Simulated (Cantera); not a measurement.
A perfectly stirred reactor is fed with H2 : O2 = 0.17 : 1 (molar parts), at 16.5 Torr; it is held at 1300 K, and followed from long to short residence time.

Cantera simulation using the H2/O2 subset of GRI-Mech 3.0, which has no nitrogen chemistry; the numbers are that mechanism's predictions, not measurements. Radical loss at walls, strong at low pressure, is not modelled. The temperature is held fixed by assumption; the heat of reaction is taken as removed at once.

Problem. What does this change do: pressure from 16.5 Torr to 0.825 Torr?

Solution. 
| quantity | before | after |
|---|---|---|
| x(H2) at τ = 0.510 s | 0.000457 | 0.00535 |
| x(O2) at τ = 0.510 s | 0.839 | 0.768 |
| x(H2O) at τ = 0.510 s | 0.154 | 0.120 |
| x(O) at τ = 0.510 s | 0.00344 | 0.0637 |
| x(HO2) at τ = 0.510 s | 4.14e-6 | 4.69e-7 |
| x(H2) at τ = 28.0 ms | 0.00263 | 0.0114 |
| x(O2) at τ = 28.0 ms | 0.819 | 0.763 |
| x(H2O) at τ = 28.0 ms | 0.145 | 0.107 |
| x(O) at τ = 28.0 ms | 0.0206 | 0.0650 |
| x(HO2) at τ = 28.0 ms | 8.52e-6 | 4.62e-7 |

Problem. What does this change do: temperature 1300 to 1423 K?

Solution. 
```
quantity                 before     after
---------------------  --------  --------
x(H2) at τ = 0.510 s   0.000457  0.000492
x(O2) at τ = 0.510 s      0.839     0.837
x(H2O) at τ = 0.510 s     0.154     0.153
x(O) at τ = 0.510 s     0.00344   0.00477
x(HO2) at τ = 0.510 s   4.14e-6   2.90e-6
x(H2) at τ = 28.0 ms    0.00263   0.00275
x(O2) at τ = 28.0 ms      0.819     0.811
x(H2O) at τ = 28.0 ms     0.145     0.142
x(O) at τ = 28.0 ms      0.0206    0.0277
x(HO2) at τ = 28.0 ms   8.52e-6   6.27e-6
```
